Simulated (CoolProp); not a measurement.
Values from CoolProp's reference Helmholtz-energy equation of state, Fiedler 2023.

Q: Give the vapour pressure (bar), vapour density (kg/m³), enthalpy of vaporisation (kJ/kg), liquid cp (kJ/(kg K)) of saturated tetrahydrofuran at 161.85 °C.

A: 
```json
[
 {"T (°C)": "161.85", "p (bar)": "10.6", "vapour density (kg/m³)": "25.0", "enthalpy of vaporisation (kJ/kg)": "330", "liquid cp (kJ/(kg K))": "2.35"}
]
```
